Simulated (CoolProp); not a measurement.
Octamethyltrisiloxane (MDM) along the isotherm 575 K: Z from the reference equation and from simpler models built on Tc = 565.4 K, pc = 14.38 bar, ω = 0.528; each cubic takes its own stable root.

Model: reference Helmholtz-energy equation of state, Thol 2017, in CoolProp.

```
p (bar)          phase  reference
-------  -------------  ---------
6.53               gas     0.8380
13.1               gas     0.5908
19.6     supercritical     0.2507
26.1     supercritical     0.2938
32.7     supercritical     0.3473
39.2     supercritical     0.4010
45.7     supercritical     0.4544
52.3     supercritical     0.5082
58.8     supercritical     0.5606
65.3     supercritical     0.6125
71.9     supercritical     0.6646
```

**Question.** How far does each simpler model (van der Waals, Redlich-Kwong, Soave-Redlich-Kwong, Peng-Robinson) lie from the reference over these 11 states: mean and median of the absolute difference, and the worst?

**Answer.** 
- van der Waals: mean 30.0 %, median 35.5 %, worst +37.2 % at 575 K and 26.1 bar
- Redlich-Kwong: mean 8.6 %, median 8.6 %, worst +16.4 % at 575 K and 19.6 bar
- Soave-Redlich-Kwong: mean 10.3 %, median 9.6 %, worst +21.9 % at 575 K and 19.6 bar
- Peng-Robinson: mean 3.2 %, median 2.2 %, worst +11.2 % at 575 K and 19.6 bar
